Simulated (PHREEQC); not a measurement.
**Acid mine or pickling water (model solution)**

Synthetic water in mmol/kgw, 5 °C, pH 3.69, pe 10.4: Na 3.69; K 0.542; Ca 10.9; Mg 4.87; Cl 11.6; S(6) 12; Li 0.266; Cu(2) 0.838; Cd 0.853.

Cl is adjusted to close the charge balance.
Valence states are taken as typed.

Computed with PHREEQC (ion-association model, phreeqc.dat).

Each row changes one thing in this solution. Precipitation was switched off in this run.

```
case                            ionic strength (mol/kgw)  Ca+2 (mol/kgw)  SO4-2 (mol/kgw)  Mg+2 (mol/kgw)  CaSO4 (mol/kgw)  MgSO4 (mol/kgw)  SI of Gypsum (CaSO4:2H2O)  SI of Halite (NaCl)
------------------------------  ------------------------  --------------  ---------------  --------------  ---------------  ---------------  -------------------------  -------------------
as made                                           0.0537         0.00859          0.00818         0.00391          0.00231         0.000959                      -0.21                -5.98
K from 0.542 to 1.63 mmol/kgw                 (withheld)         0.00861          0.00820         0.00392          0.00229         0.000952                      -0.21                -5.95
Cd from 0.853 to 2.56 mmol/kgw                (withheld)         0.00869          0.00798         0.00395          0.00220         0.000917                      -0.23                -5.91
```

Problem. Complete the blanks.

Solution. 
- K from 0.542 to 1.63 mmol/kgw, ionic strength (mol/kgw): 0.0549
- Cd from 0.853 to 2.56 mmol/kgw, ionic strength (mol/kgw): 0.0569

Away from 25 °C the constants follow the database's enthalpies or fits; those with neither stay at their 25 °C values.
